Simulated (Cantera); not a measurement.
An isothermal, constant-pressure homogeneous reactor starts with 4.49 % H₂, 95.5 % O₂, equivalence ratio 0.024, at 1048 K and 2670 Pa.

Detailed kinetics in Cantera: the H2/O2 subset of GRI-Mech 3.0, which has no nitrogen chemistry. Radical loss at walls, strong at low pressure, is not modelled. The temperature is held fixed by assumption; the heat of reaction is taken as removed at once.

x: mole fraction; the columns are a selection and need not sum to one.

```
t (s)         x H₂   x O₂      x OH       x O       x H    x H₂O₂     x HO₂
--------  --------  -----  --------  --------  --------  --------  --------
7.00e-5     0.0449  0.955  7.67e-11  1.00e-10  1.44e-10    <1e-12  2.06e-10
0.000193    0.0449  0.955  4.01e-10  6.68e-10  4.76e-10    <1e-12  5.75e-10
0.000530    0.0449  0.955   5.64e-9   1.07e-8         …    <1e-12   1.81e-9
0.00146     0.0449  0.955   3.81e-6   7.30e-6         …  5.09e-11   1.93e-7
0.00401    0.00199  0.932   0.00241    0.0174         …   3.28e-7   1.17e-5
0.0110    0.000296  0.947  0.000976   0.00670         …   1.84e-7   7.96e-6
0.0304     5.31e-5  0.953  0.000397   0.00127         …   1.53e-7   3.88e-6
0.0837     7.34e-6  0.954  0.000151  0.000186         …   9.76e-8   1.27e-6
0.230      1.04e-6  0.954   6.02e-5   2.90e-5         …   4.63e-8   3.18e-7
0.634      1.79e-7  0.954   2.66e-5   5.58e-6         …   1.83e-8   7.72e-8
1.74       3.91e-8  0.954   1.30e-5   1.33e-6         …   6.76e-9   2.06e-8
4.80       1.03e-8  0.954   6.87e-6   3.73e-7  4.50e-10   2.46e-9   6.24e-9
13.2       3.09e-9  0.954   3.82e-6   1.16e-7  7.77e-11  8.90e-10   2.23e-9
36.3       1.00e-9  0.954   2.20e-6   3.84e-8  1.48e-11  3.24e-10   1.16e-9
100       3.50e-10  0.954   1.30e-6   1.35e-8  3.11e-12  1.22e-10   1.09e-9
```

Fill in the missing entries.


- 0.000530, x H: 5.77e-9
- 0.00146, x H: 3.85e-6
- 0.00401, x H: 0.00773
- 0.0110, x H: 0.00116
- 0.0304, x H: 8.85e-5
- 0.0837, x H: 4.94e-6
- 0.230, x H: 3.07e-7
- 0.634, x H: 2.60e-8
- 1.74, x H: 3.04e-9
